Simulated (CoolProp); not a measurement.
Model: reference Helmholtz-energy equation of state, Fiedler 2023, in CoolProp.

**Question.** Give the vapour pressure (MPa), vapour density (kg/m³), enthalpy of vaporisation (kJ/kg), liquid cp (kJ/(kg K)) of saturated tetrahydrofuran at 343.5, 363.1 K.

**Answer.** 
```csv
T (K),p (MPa),vapour density (kg/m³),enthalpy of vaporisation (kJ/kg),liquid cp (kJ/(kg K))
343.5,0.117,3.04,413,1.90
363.1,0.208,5.22,398,1.99
```
